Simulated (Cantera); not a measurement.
A closed system holds: 1 mol Si, 4.9 mol Br₂, 4.7 mol H₂, held at 1.33 mbar.

Method: chemical equilibrium by Gibbs-energy minimisation in Cantera with the NASA 1993 tables (ideal gas, pure condensed phases). Candidate condensed phases: Br₂, Si; 19 gas species. The tables' values for SiBr₃, SiBr are old estimates; treat these amounts as uncertain. Rates play no part.

x: gas mole fraction; nothing condenses.

```csv
T (°C),x HBr,x H₂,x Br,x SiBr₄,x SiBr₂,x SiBr₃,x H
625,0.674,0.209,1.95e-5,0.116,2.53e-6,2.23e-5,(withheld)
700,0.675,0.209,9.36e-5,0.116,4.53e-5,0.000131,(withheld)
775,0.675,0.208,0.000361,0.115,0.000524,0.000590,(withheld)
850,0.680,0.203,0.00118,0.109,0.00403,0.00204,(withheld)
925,0.698,0.185,0.00354,0.0900,0.0183,0.00490,(withheld)
1000,0.726,0.154,0.00999,0.0570,0.0453,0.00740,(withheld)
1075,0.741,0.128,0.0250,0.0267,0.0717,0.00753,(withheld)
1150,0.725,0.120,0.0520,0.00918,0.0878,0.00568,(withheld)
1225,0.680,0.129,0.0901,0.00253,0.0938,0.00353,(withheld)
1300,0.616,0.148,0.138,0.000647,0.0944,0.00202,(withheld)
1375,0.541,0.172,0.192,0.000165,0.0927,0.00113,(withheld)
```

Question: Fill in the missing entries.

Answer: 
- 625, x H: 1.37e-9
- 700, x H: 1.35e-8
- 775, x H: 9.66e-8
- 850, x H: 5.26e-7
- 925, x H: 2.24e-6
- 1000, x H: 7.66e-6
- 1075, x H: 2.27e-5
- 1150, x H: 6.31e-5
- 1225, x H: 0.000169
- 1300, x H: 0.000429
- 1375, x H: 0.00101
